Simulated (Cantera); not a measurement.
What does this Cantera script print?

```python
import numpy as np
import cantera as ct

gas_names = """
    H HO2 H2 H2O H2O2 H2S H2SO4 O OH O2 O3 S SH SO SO2 SO3 S2 S2O S8
""".split()
cond_names = """
    H2O(s) H2O(L) H2SO4(L) S(cr1) S(cr2) S(L)
""".split()


# ... load() reads the species with a 1 bar reference pressure and builds the phases ...
atoms = {
    'SO2': {'S': 1, 'O': 2},
    'H2': {'H': 2},
}
top_T = {}  # K; cautious upper limits of use, not melting points


# ... equilibrate(T, P, feed) seeds the gas with the atoms and calls Mixture.equilibrate('TP', solver="vcs", rtol=1e-11, max_steps=5000) ...
results = []
T = 1400  # K
P = 1333.22  # Pa
for m in [0.67, 0.93, 1.3, 1.8, 2.5, 3.5, 4.9, 6.9, 9.6]:
    feed = {'SO2': 1, 'H2': m}  # mol
    mix = equilibrate(T, P, feed)
    results.append((T, P, feed, dict(zip(mix.species_names, mix.species_moles))))

top = {s: max(r[3][s] / sum(r[3][g] for g in gas_names) for r in results) for s in gas_names}
cols = sorted((s for s in top if top[s] > 1e-05), key=lambda s: -top[s])[:5]
seen = [c for c in cond_names if any(r[3].get(c, 0) > 1e-12 for r in results)]
print("log10 of partial pressures in bar; condensed amounts in mol")
print(f"{'n(H2)':>10s}" + "".join(f"{s[:9]:>10s}" for s in cols + seen))
for T, P, feed, n in results:
    ng = sum(n[g] for g in gas_names)
    print(f"{feed['H2']:10.4g}" + "".join(f"{np.log10(max(n[s] / ng * P / 1e5, 1e-99)):10.3f}" for s in cols)
          + "".join(f"{n.get(c, 0):10.4g}" for c in seen))
```

It prints:

```
log10 of partial pressures in bar; condensed amounts in mol
     n(H2)        H2       H2O       SO2        S2       H2S
      0.67    -3.390    -2.267    -2.217    -2.897    -4.053
      0.93    -3.226    -2.187    -2.348    -2.820    -3.850
       1.3    -3.049    -2.123    -2.544    -2.761    -3.643
       1.8    -2.852    -2.085    -2.847    -2.735    -3.434
       2.5    -2.606    -2.093    -3.374    -2.773    -3.207
       3.5    -2.358    -2.173    -4.106    -2.922    -3.033
       4.9    -2.193    -2.293    -4.781    -3.136    -2.976
       6.9    -2.089    -2.428    -5.384    -3.382    -2.994
       9.6    -2.023    -2.565    -5.914    -3.634    -3.055
```

These are equilibrium values from Cantera (NASA tables, ideal gas, pure condensed phases), not measurements of a reactor.
